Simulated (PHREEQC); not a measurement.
A solution holds 0.0096 mol HBF4 and 0.0019 mol (NH4)2CO3 per kg of water, at 20 °C. Closed to the air; pH follows from the charge balance.

The numbers come from PHREEQC with the ion-association model, wateq4f.dat.

This is a speciation only: nothing precipitates in the calculation.

Question: What pH, ionic strength does the model give?

Answer: pH 2.31; ionic strength 0.00918 mol/kgw.

Question: In which forms is B present?

Answer: BF4- 80 %, H3BO3 13 %, BF3OH- 5.7 %, BF2(OH)2- 1.4 % of the B.

Real BF4- forms and hydrolyses slowly; the run takes it at equilibrium.
